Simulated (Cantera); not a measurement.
**Thermodynamics of silicon oxide and oxynitride deposition, feed HMDSO + O2**

A closed system holds: 1 mol HMDSO, 5 mol O2, equilibrated at 925 K.

Cantera equilibrium calculation (NASA polynomials, part measured and part estimated; ideal gas, pure solids and liquids). Candidate condensed phases: C, C6H6, C7H8, C8H18, H2O, Si, SiC, SiO2; 123 gas species. The feed counts by its element totals alone. Equilibrium is a limit: real reactors are often held back by kinetics, nucleation or transport.

From 5.00 Pa to 19.0 mbar the condensed part is SiO2(β-quartz). From 0.140 bar to 1.00 bar the condensed part is C(graphite) + SiO2(β-quartz).

```
P (Pa)  log p H2  log p CO  log p H2O  log p CO2  log p CH4  n SiO2(β-quartz)  n C(graphite)
------  --------  --------  ---------  ---------  ---------  ----------------  -------------
5          -4.54     -4.74      -5.84      -5.73     -13.01              2.00              0
36         -3.69     -3.88      -4.98      -4.87     -10.44              2.00              0
260        -2.83     -3.03      -4.12      -4.01      -7.86              2.00              0
1900       -1.97     -2.16      -3.25      -3.15      -5.28              2.00              0
14000      -1.11     -1.32      -2.25      -2.16      -2.86              2.00          0.153
100000     -0.31     -0.70      -0.84      -0.93      -1.27              2.00           1.51
```
log p: log10 of the partial pressure in bar; n: condensed amount in mol.
